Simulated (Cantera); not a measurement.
Adiabatic ignition

An adiabatic, constant-pressure homogeneous reactor starts with C₃H₈ : O₂ : N₂ = 1 : 4.17 : 15.7 (molar parts), equivalence ratio 1.2, at 1525 K and 1.01 bar.

Cantera simulation using GRI-Mech 3.0 (53 species, 325 reactions); the numbers are that mechanism's predictions, not measurements. GRI-Mech 3.0 was tuned for natural gas; its chemistry of propane as a main component is partial and can be far from experiment.

```csv
t (s),T (K),x C₃H₈,x O₂,x HCO,x C₂H,x NO₂
2.00e-6,1522,0.0474,0.200,4.23e-9,<1e-12,<1e-12
4.85e-6,1518,0.0465,0.199,7.43e-8,1.48e-12,<1e-12
1.18e-5,1512,0.0432,0.197,8.30e-7,4.83e-11,<1e-12
2.85e-5,1516,0.0338,0.191,4.76e-6,1.06e-9,2.29e-12
6.91e-5,2448,<1e-12,0.0287,2.36e-6,3.09e-7,3.22e-9
0.000168,2645,<1e-12,0.0152,1.36e-7,<1e-12,4.52e-8
0.000406,2779,<1e-12,0.0118,1.04e-7,<1e-12,2.31e-7
0.000985,2800,<1e-12,0.0105,9.97e-8,<1e-12,6.01e-7
0.00239,2796,<1e-12,0.00985,9.96e-8,<1e-12,9.57e-7
0.00579,2794,<1e-12,0.00966,9.95e-8,<1e-12,1.05e-6
0.0140,2794,<1e-12,0.00966,9.95e-8,<1e-12,1.05e-6
0.0340,2794,<1e-12,0.00966,9.95e-8,<1e-12,1.05e-6
0.0825,2794,<1e-12,0.00966,9.95e-8,<1e-12,1.05e-6
0.200,2794,<1e-12,0.00966,9.95e-8,<1e-12,1.05e-6
```
x: mole fraction; the columns are a selection and need not sum to one.

```
Item                                                                 Value
---------------------------------  ---------------------------------------
time of steepest temperature rise                                  66.2 µs
temperature at 0.200 s                                              2794 K
equilibrium temperature                                             2794 K
x(C₃H₈) at 0.200 s                   <1e-12 (gas-phase equilibrium <1e-12)
x(O₂) at 0.200 s                   0.00966 (gas-phase equilibrium 0.00966)
x(HCO) at 0.200 s                  9.95e-8 (gas-phase equilibrium 9.95e-8)
```
